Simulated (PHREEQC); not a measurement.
# City or well water (model solution)

Synthetic water in mmol/kgw, 25 °C, pH 6.47, pe -1.1:

```json
[
 {"constituent": "Na", "mmol/kgw": "0.414"},
 {"constituent": "K", "mmol/kgw": "0.0828"},
 {"constituent": "Ca", "mmol/kgw": "0.393"},
 {"constituent": "Mg", "mmol/kgw": "0.0415"},
 {"constituent": "Cl", "mmol/kgw": "0.249"},
 {"constituent": "S(6)", "mmol/kgw": "0.0127"},
 {"constituent": "Alkalinity (meq/kgw)", "mmol/kgw": "0.856"},
 {"constituent": "Sr", "mmol/kgw": "0.00929"},
 {"constituent": "Fe(2)", "mmol/kgw": "0.000747"},
 {"constituent": "N(-3)", "mmol/kgw": "0.0138"},
 {"constituent": "Li", "mmol/kgw": "0.000494"},
 {"constituent": "Mn(2)", "mmol/kgw": "0.0152"},
 {"constituent": "Br", "mmol/kgw": "0.00543"}
]
```

Valence states are taken as typed.

Computed with PHREEQC (ion-association model, phreeqc.dat).

```
Property                        Value
--------------------  ---------------
ionic strength        0.00174 mol/kgw
specific conductance        134 µS/cm
charge-balance error           11.5 %
```

```json
[
 {"species": "HCO3-", "molality": "0.000851", "activity": "0.000813", "log γ": "-0.020"},
 {"species": "CO2", "molality": "0.000619", "activity": "0.000619", "log γ": "0.000"},
 {"species": "Na+", "molality": "0.000414", "activity": "0.000395", "log γ": "-0.020"},
 {"species": "Ca+2", "molality": "0.000389", "activity": "0.000324", "log γ": "-0.079"},
 {"species": "Cl-", "molality": "0.000249", "activity": "0.000238", "log γ": "-0.020"},
 {"species": "K+", "molality": "8.28e-5", "activity": "7.90e-5", "log γ": "-0.020"},
 {"species": "Mg+2", "molality": "4.11e-5", "activity": "3.43e-5", "log γ": "-0.079"},
 {"species": "Mn+2", "molality": "1.42e-5", "activity": "1.18e-5", "log γ": "-0.079"}
]
```

Precipitation was switched off in this run.
